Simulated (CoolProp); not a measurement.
Computed with CoolProp (reference Helmholtz-energy equation of state, Thol 2014).

**Question.** Give the vapour pressure (kPa), liquid density (kg/m³), vapour density (kg/m³), surface tension (mN/m) of saturated diethyl ether at 72.45, 126.55 °C.

**Answer.** 
```json
[
 {"T (°C)": "72.45", "p (kPa)": "330", "liquid density (kg/m³)": "649", "vapour density (kg/m³)": "9.45", "surface tension (mN/m)": "11.0"},
 {"T (°C)": "126.55", "p (kPa)": "1150", "liquid density (kg/m³)": "565", "vapour density (kg/m³)": "33.6", "surface tension (mN/m)": "5.24"}
]
```

Surface tension comes from a separate correlation (Mulero 2014).
